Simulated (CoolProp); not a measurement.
Normal hydrogen along the isotherm -227.85 °C: fugacity coefficient from the reference equation and from simpler models built on Tc = -240.0 °C, pc = 12.96 bar, ω = -0.219; each cubic takes its own stable root.

Values from CoolProp's reference Helmholtz-energy equation of state, Leachman 2009.

| p (bar) | phase | reference |
|---|---|---|
| 11.8 | gas | 0.8790 |
| 23.6 | supercritical | 0.7685 |
| 35.4 | supercritical | 0.6747 |
| 47.1 | supercritical | 0.6068 |
| 58.9 | supercritical | 0.5617 |
| 70.7 | supercritical | 0.5329 |
| 82.5 | supercritical | 0.5152 |
| 94.3 | supercritical | 0.5051 |
| 106 | supercritical | 0.5007 |
| 118 | supercritical | 0.5007 |
| 130 | supercritical | 0.5042 |

Q: How far does each simpler model (van der Waals, Peng-Robinson) lie from the reference over these 11 states: mean and median of the absolute difference, and the worst?

A: 
- van der Waals: mean 8.7 %, median 7.7 %, worst +21.4 % at -227.85 °C and 130 bar
- Peng-Robinson: mean 11.8 %, median 12.3 %, worst -16.7 % at -227.85 °C and 130 bar
